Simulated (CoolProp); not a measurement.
Properties of R124 along the isotherm 131.65 °C.

The numbers come from the reference Helmholtz-energy equation of state, de Vries 1995 in CoolProp.

```csv
p (MPa),phase,density (kg/m³),cv (kJ/(kg K)),isothermal compressibility (1/MPa),fugacity coefficient
0.00573,gas,0.2325,0.8072,174.6,0.9995
0.00967,gas,0.3924,0.8072,103.5,0.9991
0.0163,gas,0.6619,0.8073,61.44,0.9986
0.0275,gas,1.118,0.8075,36.45,0.9976
0.0465,gas,1.893,0.8079,21.59,0.9959
0.0784,gas,3.201,0.8084,12.84,0.9931
0.132,gas,5.416,0.8093,7.666,0.9884
0.223,gas,9.226,0.8109,4.576,0.9805
0.377,gas,15.82,0.8137,2.748,0.9670
0.636,gas,27.38,0.8185,1.673,0.9446
1.07,gas,48.23,0.8272,1.047,0.9074
1.81,gas,89.49,0.8448,0.6924,0.8449
```
